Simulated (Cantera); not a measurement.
Input: 1 mol TiO2, a varied amount of MgCl2, 8.8 mol O2, at 1200 °C and 4.80 bar.

These are equilibrium values from Cantera (NASA tables, ideal gas, pure condensed phases), not measurements of a reactor. Candidate condensed phases: Mg, MgCl2, MgO, MgTiO3, MgTi2O5, Mg2TiO4, Ti, TiCl2, TiCl3, TiCl4, TiO, TiO2, Ti2O3, Ti3O5, Ti4O7; 20 gas species. Mutual solubility and eutectic melting of coexisting phases are not modelled. Condensed phases not in the tables: alloys, solid solutions and most ternary compounds. Rates play no part.

log p: log10 of the partial pressure in bar; n: condensed amount in mol.

| n(MgCl2) (mol) | log p O2 | log p Cl2 | log p MgCl2 | log p Cl | log p ClO | log p TiCl4 | log p O | n MgTi2O5(s) | n TiO2(rutile) | n MgTiO3(s) | n Mg2TiO4(s) | n MgO(s) |
|---|---|---|---|---|---|---|---|---|---|---|---|---|
| 0.25 | 0.67 | -0.90 | -3.16 | -1.77 | -3.03 | … | -5.22 | 0.249 | 0.503 | 0 | 0 | 0 |
| 0.54 | 0.65 | -0.57 | -2.42 | -1.60 | -2.87 | … | -5.23 | 0.467 | 0 | 0.0655 | 0 | 0 |
| 0.82 | 0.64 | -0.39 | -2.23 | -1.51 | -2.79 | … | -5.23 | 0.191 | 0 | 0.617 | 0 | 0 |
| 1.1 | 0.63 | -0.28 | -1.81 | -1.45 | -2.73 | … | -5.24 | 0 | 0 | 0.930 | 0.0695 | 0 |
| 1.4 | 0.61 | -0.18 | -1.70 | -1.40 | -2.69 | … | -5.25 | 0 | 0 | 0.640 | 0.360 | 0 |
| 1.7 | 0.60 | -0.10 | -1.62 | -1.36 | -2.66 | … | -5.26 | 0 | 0 | 0.349 | 0.651 | 0 |
| 2 | 0.58 | -0.04 | -1.54 | -1.33 | -2.64 | … | -5.26 | 0 | 0 | 0.0586 | 0.941 | 0 |
| 2.3 | 0.57 | 0.00 | -1.15 | -1.31 | -2.62 | … | -5.27 | 0 | 0 | 0 | 1.000 | 0.153 |

Task: Some entries are withheld; supply them.

Result: 
- 0.25, log p TiCl4: -5.79
- 0.54, log p TiCl4: -5.31
- 0.82, log p TiCl4: -4.94
- 1.1, log p TiCl4: -5.00
- 1.4, log p TiCl4: -4.78
- 1.7, log p TiCl4: -4.61
- 2, log p TiCl4: -4.47
- 2.3, log p TiCl4: -5.08
